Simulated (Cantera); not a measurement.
An isothermal, constant-pressure homogeneous reactor starts with CH₄ : N₂ = 1 : 29 (molar parts), at 1450 K and 1.01 bar.

Detailed kinetics in Cantera: GRI-Mech 3.0 (53 species, 325 reactions). GRI-Mech 3.0 stops at C3 and has no aromatics, soot or wall deposition, so with more carbon than oxygen in the feed, carbon stays in small species such as C2H2 where larger ones or solid carbon would form.

Task: Predict: x(CH₄) at 3.00 s; x(HCN) at 3.00 s; x(H) at 3.00 s; x(CH₃) at 3.00 s.

Result: 
```
Item                                                Value
----------------  ---------------------------------------
x(CH₄) at 3.00 s  0.0158 (gas-phase equilibrium 0.000848)
x(HCN) at 3.00 s   3.12e-9 (gas-phase equilibrium 0.0252)
x(H) at 3.00 s    1.05e-6 (gas-phase equilibrium 2.05e-6)
x(CH₃) at 3.00 s  1.31e-5 (gas-phase equilibrium 7.45e-7)
```
